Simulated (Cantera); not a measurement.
# Adiabatic ignition

An adiabatic, constant-pressure homogeneous reactor starts with 7.06 % CH4, 14.5 % O2, 78.4 % N2, equivalence ratio 0.97, at 1300 K and 26000 Pa.

Computed with Cantera and GRI-Mech 3.0 (53 species, 325 reactions).

| t (s) | T (K) | x CH4 | x O2 | x NO | x CH3 | x CH2O |
|---|---|---|---|---|---|---|
| 1.00e-6 | 1300 | 0.0706 | 0.145 | <1e-12 | 7.55e-10 | <1e-12 |
| 3.83e-6 | 1300 | 0.0706 | 0.145 | <1e-12 | 2.95e-9 | 2.08e-12 |
| 1.47e-5 | 1300 | 0.0706 | 0.145 | <1e-12 | 1.19e-8 | 3.36e-11 |
| 5.62e-5 | 1300 | 0.0706 | 0.145 | <1e-12 | 4.73e-8 | 5.28e-10 |
| 0.000215 | 1300 | 0.0706 | 0.145 | <1e-12 | 1.93e-7 | 8.33e-9 |
| 0.000825 | 1300 | 0.0706 | 0.145 | <1e-12 | 9.50e-7 | 1.53e-7 |
| 0.00316 | 1300 | 0.0706 | 0.145 | <1e-12 | 7.22e-6 | 4.27e-6 |
| 0.0121 | 1301 | 0.0704 | 0.145 | <1e-12 | 3.76e-5 | 0.000107 |
| 0.0464 | 2289 | <1e-12 | 0.0204 | 0.000200 | <1e-12 | 2.58e-11 |
| 0.178 | 2434 | <1e-12 | 0.0138 | 0.00505 | <1e-12 | 1.93e-11 |
| 0.681 | 2434 | <1e-12 | 0.0138 | 0.00517 | <1e-12 | 1.93e-11 |
| 2.61 | 2434 | <1e-12 | 0.0138 | 0.00517 | <1e-12 | 1.93e-11 |
| 10.0 | 2434 | <1e-12 | 0.0138 | 0.00517 | <1e-12 | 1.93e-11 |
x: mole fraction; the columns are a selection and need not sum to one.

```json
{
  "time_of_steepest_temperature_rise": "43.7 ms",
  "temperature at 10.0 s": "2434 K",
  "equilibrium_temperature": "2434 K",
  "x(CH4) at 10.0 s": "<1e-12 (gas-phase equilibrium <1e-12)",
  "x(O2) at 10.0 s": "0.0138 (gas-phase equilibrium 0.0138)",
  "x(NO) at 10.0 s": "0.00517 (gas-phase equilibrium 0.00517)"
}
```
